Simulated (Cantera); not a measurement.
A perfectly stirred reactor is fed with H2 : O2 : N2 = 0.68 : 1 : 10 (molar parts), equivalence ratio 0.34, at 233 Torr; it is held at 1075 K, and followed from long to short residence time.

Cantera simulation using GRI-Mech 3.0 (53 species, 325 reactions); the numbers are that mechanism's predictions, not measurements. The temperature is held fixed by assumption; the heat of reaction is taken as removed at once.

### Question
Predict: x(H2) at τ = 16.0 s; x(O2) at τ = 16.0 s; x(H2O2) at τ = 16.0 s; x(NO) at τ = 16.0 s; x(N2O) at τ = 16.0 s; x(H2) at τ = 0.110 s; x(O2) at τ = 0.110 s; x(H2O2) at τ = 0.110 s; x(NO) at τ = 0.110 s; x(N2O) at τ = 0.110 s.

### Answer
x(H2) at τ = 16.0 s: 2.97e-5
x(O2) at τ = 16.0 s: 0.0582
x(H2O2) at τ = 16.0 s: 1.29e-7
x(NO) at τ = 16.0 s: 1.03e-7
x(N2O) at τ = 16.0 s: 3.69e-7
x(H2) at τ = 0.110 s: 0.000716
x(O2) at τ = 0.110 s: 0.0584
x(H2O2) at τ = 0.110 s: 7.85e-7
x(NO) at τ = 0.110 s: 7.24e-8
x(N2O) at τ = 0.110 s: 1.33e-7
